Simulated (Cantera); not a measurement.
Mixture: H₂ : O₂ : N₂ = 1 : 0.667 : 2.51 (molar parts), equivalence ratio 0.75, at 293 Torr, adiabatic and at constant volume. Ignition delay is the time to a rise of 400 K.

Model: the H2/O2 subset of GRI-Mech 3.0, which has no nitrogen chemistry, integrated in Cantera. Where the delays flatten at high temperature, the 400 K rule measures the pace of heat release, not the induction time.

Task: What does this change do: constant pressure in place of constant volume?

Result: 
| quantity | before | after |
|---|---|---|
| delay at 1250 K | 97.0 µs | 0.112 ms |
| delay at 1350 K | 72.4 µs | 89.7 µs |
| delay at 1450 K | 61.5 µs | 82.0 µs |
| delay at 1550 K | 58.3 µs | 82.5 µs |
| delay at 1650 K | 60.0 µs | 88.4 µs |
| delay at 1750 K | 65.3 µs | 98.5 µs |
| delay at 1850 K | 73.7 µs | 0.112 ms |
